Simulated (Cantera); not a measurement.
Reactions in the system B-H-O

Cantera with NASA thermochemical tables; ideal gases at 1 bar, condensed phases pure. Values are per mole of reaction as written; species without (g) are pure solids or liquids, kept so even where they would boil at 1 bar.

4 OH(g) + 2 B ⇌ B2O2(g) + 2 H2O(g)

| T (K) | ΔH° (kJ) | ΔS° (J/K) | ΔG° (kJ) | log10 K | condensed phases |
|---|---|---|---|---|---|
| 300 | -1097.1 | -126.4 | -1059.2 | 184.41 | B(s) |
| 1525 | -1114.1 | -151.2 | -883.6 | 30.26 | B(s) |
| 1675 | -1115.6 | -152.1 | -860.9 | 26.85 | B(s) |
| 1825 | -1117.1 | -152.9 | -838.0 | 23.98 | B(s) |
| 1975 | -1118.6 | -153.7 | -815.0 | 21.55 | B(s) |
| 2125 | -1120.1 | -154.5 | -791.9 | 19.46 | B(s) |
| 2275 | -1121.6 | -155.2 | -768.6 | 17.65 | B(s) |
| 2425 | -1223.8 | -198.6 | -742.1 | 15.98 | B(l) |
| 2575 | -1225.7 | -199.4 | -712.3 | 14.45 | B(l) |
| 2725 | -1227.6 | -200.1 | -682.3 | 13.08 | B(l) |
